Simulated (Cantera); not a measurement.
Stirred combustor or abatement burner

A perfectly stirred reactor is fed with H₂ : O₂ : N₂ : NO = 1 : 0.455 : 1.64 : 0.0061 (molar parts), at 10500 Torr; it is adiabatic with a 500 K inlet, and is followed from long to short residence time, starting on the burning branch (τ in s: 0.31, 0.11, 0.039, 0.013, 0.0047, 0.0017, 0.00058, 0.0002, 7.1e-05, 2.5e-05).

Detailed kinetics in Cantera: GRI-Mech 3.0 (53 species, 325 reactions). The hydrogen kinetics of GRI-Mech 3.0 are dated; newer H2 mechanisms differ, most at raised pressure. The pressure lies above the range GRI-Mech 3.0 was tuned for (to about 10 atm). The mechanism lacks 2 NO + O2 → 2 NO2 and HONO, so NO2 and the effect of NO are under-described below about 1400 K.

```csv
τ (s),T (K),x H₂,x O₂,x NO,x H,x N₂,x H₂O₂,x H₂O
0.31,2621,0.0359,0.000692,0.00144,0.00213,0.618,3.00e-7,0.337
0.11,2621,0.0359,0.000694,0.00144,0.00213,0.618,3.00e-7,0.337
0.039,2620,0.0359,0.000701,0.00145,0.00214,0.618,3.02e-7,0.337
0.013,2620,0.0360,0.000722,0.00148,0.00216,0.618,3.08e-7,0.337
0.0047,2617,0.0362,0.000777,0.00155,0.00222,0.618,3.22e-7,0.337
0.0017,2612,0.0367,0.000922,0.00168,0.00237,0.617,3.60e-7,0.336
0.00058,2599,0.0377,0.00131,0.00188,0.00278,0.617,4.59e-7,0.334
0.00020,2573,0.0398,0.00215,0.00207,0.00366,0.615,6.72e-7,0.330
7.1e-5,2529,0.0432,0.00368,0.00219,0.00531,0.613,1.03e-6,0.323
2.5e-5,2459,0.0484,0.00622,0.00224,0.00827,0.609,1.57e-6,0.314
```
x: mole fraction; the columns are a selection and need not sum to one.
